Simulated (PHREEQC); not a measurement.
Solution A (0.16 mol BaCl2, 0.00011 mol CO2 and 5.1e-05 mol NaCl per kg of water) is mixed with solution B (0.032 mol ZnCl2 and 0.00017 mol KCl per kg of water) at 25 °C; shares are by mass of water, 1 kg in all. O2 is buffered at 0.21 atm. No CO2 enters from the air. Solids allowed: Witherite, Zn(OH)2-e, Smithsonite, Zn5(OH)8Cl2, Halite, Nahcolite, Natron. Others were left out.

Computed with PHREEQC (ion-association model, wateq4f.dat).

| share of solution B | pH | Zn+2 (mol/kgw) | CO2 (mol/kgw) | HCO3- (mol/kgw) |
|---|---|---|---|---|
| 0 | 5.07 | 0 | 9.90e-5 | 8.35e-6 |
| 0.1 | 5.08 | 0.00258 | 8.87e-5 | 7.44e-6 |
| 0.2 | 5.08 | 0.00525 | 7.85e-5 | 6.56e-6 |
| 0.3 | 5.09 | 0.00799 | 6.83e-5 | 5.71e-6 |
| 0.4 | … | 0.0108 | 5.82e-5 | 4.88e-6 |
| 0.5 | … | 0.0137 | 4.81e-5 | 4.06e-6 |
| 0.6 | 5.13 | 0.0167 | 3.81e-5 | 3.26e-6 |
| 0.7 | 5.15 | 0.0198 | 2.82e-5 | 2.47e-6 |
| 0.8 | … | 0.0230 | 1.85e-5 | 1.68e-6 |
| 0.9 | 5.21 | 0.0264 | 9.01e-6 | 8.63e-7 |
| 1 | 5.26 | 0.0299 | 0 | 0 |

### Question
Complete the blanks.

### Answer

- 0.4, pH: 5.10
- 0.5, pH: 5.11
- 0.8, pH: 5.17

Species that the database lacks are ignored.
